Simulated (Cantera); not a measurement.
Feed: 1 mol CS₂, 2.2 mol H₂, at 775 °C and 54000 Pa.

These are equilibrium values from Cantera (NASA tables, ideal gas, pure condensed phases), not measurements of a reactor. Gases not in the tables: S₃ to S₇. The numbers say what is thermodynamically allowed, not how fast it happens.

```csv
species,before,after
H₂,0.175,0.548
H₂S,0.779,0.208
CS₂,0.0395,0.199
S₂,0.00538,0.0398
C₂H₂ (acetylene),<1e-9,1.13e-5
S,2.27e-9,2.48e-5
CS,9.67e-8,0.000945
H,4.39e-9,4.10e-5
SH,3.79e-5,0.00315
CH₄,0.000963,0.000298
"C(graphite), mol",0.907,0.420
```
Gas species are given as mole fractions.

### Question
Name the change that produced these shifts.
A) temperature from 775 °C to 1000 °C
B) temperature from 775 °C to 1300 °C
C) temperature from 775 °C to 1777 °C
D) temperature from 775 °C to 950 °C

### Answer
B, temperature from 775 °C to 1300 °C
